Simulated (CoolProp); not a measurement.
Values from CoolProp's reference Helmholtz-energy equation of state, Smukala 2000.

Q: Give the vapour pressure (MPa), liquid cp (kJ/(kg K)), vapour Z of saturated ethylene at 178.5, 188.5 K.

A: 
| T (K) | p (MPa) | liquid cp (kJ/(kg K)) | vapour Z |
|---|---|---|---|
| 178.5 | 0.168 | 2.44 | 0.952 |
| 188.5 | 0.276 | 2.47 | 0.933 |
